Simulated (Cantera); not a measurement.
What does this Cantera script print?

```python
import numpy as np
import cantera as ct

gas_names = [...]  # 169 gases of nasa_gas.yaml made of C, H, N, O
cond_names = """
    C(gr) C6H6(L) C7H8(L) C8H18(L),n-octa H2O(s) H2O(L)
""".split()


# ... load() reads the species with a 1 bar reference pressure and builds the phases ...
atoms = {
    'n-butane': {'C': 4, 'H': 10},
    'NH3': {'N': 1, 'H': 3},
    'H2O': {'H': 2, 'O': 1},
}
top_T = {'C(gr)': 4500}  # K; cautious upper limits of use, not melting points


# ... equilibrate(T, P, feed) seeds the gas with the atoms and calls Mixture.equilibrate('TP', solver="vcs", rtol=1e-11, max_steps=5000) ...
results = []
feed = {'n-butane': 1, 'NH3': 0.012, 'H2O': 0.42}  # mol
P = 45000  # Pa
for T in [2500, 3000, 3500, 4000, 4500, 5000]:
    mix = equilibrate(T, P, feed)
    results.append((T, P, feed, dict(zip(mix.species_names, mix.species_moles))))

top = {s: max(r[3][s] / sum(r[3][g] for g in gas_names) for r in results) for s in gas_names}
cols = sorted((s for s in top if top[s] > 0.001), key=lambda s: -top[s])[:9]
seen = [c for c in cond_names if any(r[3].get(c, 0) > 1e-12 for r in results)]
print("log10 of partial pressures in bar; condensed amounts in mol")
print(f"{'T/K':>10s}" + "".join(f"{s[:9]:>10s}" for s in cols + seen))
for T, P, feed, n in results:
    ng = sum(n[g] for g in gas_names)
    print(f"{T:10.4g}" + "".join(f"{np.log10(max(n[s] / ng * P / 1e5, 1e-99)):10.3f}" for s in cols)
          + "".join(f"{n.get(c, 0):10.4g}" for c in seen))
```

Output:

```
log10 of partial pressures in bar; condensed amounts in mol
       T/K        H2         H         C        CO C2H2,acet        C3       C2H        C2      C4H2     C(gr)
      2500    -0.401    -1.800    -6.779    -1.499    -2.367    -6.304    -4.910    -7.339    -4.717     3.456
      3000    -0.507    -1.055    -4.295    -1.537    -1.714    -3.506    -3.026    -4.499    -3.299     2.933
      3500    -0.869    -0.663    -2.548    -1.665    -1.579    -1.596    -1.875    -2.526    -2.669         0
      4000    -1.379    -0.487    -1.715    -1.787    -2.667    -1.602    -2.086    -2.004    -4.339         0
      4500    -2.014    -0.468    -1.214    -1.854    -4.040    -2.049    -2.662    -1.892    -6.458         0
      5000    -2.576    -0.480    -1.022    -1.886    -5.608    -3.031    -3.569    -2.220    -9.040         0
```

Cantera equilibrium calculation (NASA polynomials, part measured and part estimated; ideal gas, pure solids and liquids).
